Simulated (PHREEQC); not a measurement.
Dissolve 0.13 mol/kgw KH2PO4 and 0.00027 mol/kgw NiSO4 at 48 °C. Closed to the air; pH follows from the charge balance.

Model: ion-association model, wateq4f.dat, run in PHREEQC.

Each row changes one thing in this solution. Precipitation was switched off in this run.

| case | pH | ionic strength (mol/kgw) | H3PO4 (mol/kgw) | HPO4-2 (mol/kgw) | KHPO4- (mol/kgw) |
|---|---|---|---|---|---|
| as made | 4.47 | 0.132 | 0.000618 | 0.000612 | 4.91e-5 |
| KH2PO4 from 0.13 to 0.013 mol/kgw | 4.70 | 0.0141 | 4.33e-5 | 6.51e-5 | 1.00e-6 |
| NiSO4 replaced by (NH4)2SO4 at the same molality | 4.47 | 0.131 | 0.000618 | 0.000612 | 4.92e-5 |
| NiSO4 left out | 4.47 | 0.131 | 0.000618 | 0.000611 | 4.92e-5 |
| temperature from 48 to 50 °C | 4.47 | 0.132 | 0.000628 | 0.000621 | 4.97e-5 |

Complexes and solids missing from the database can't appear. H3PO4, which wateq4f.dat lacks, is added to it with the constant of phreeqc.dat. Away from 25 °C the constants follow the database's enthalpies or fits; those with neither stay at their 25 °C values. The database has no phosphate complexes of Ni.
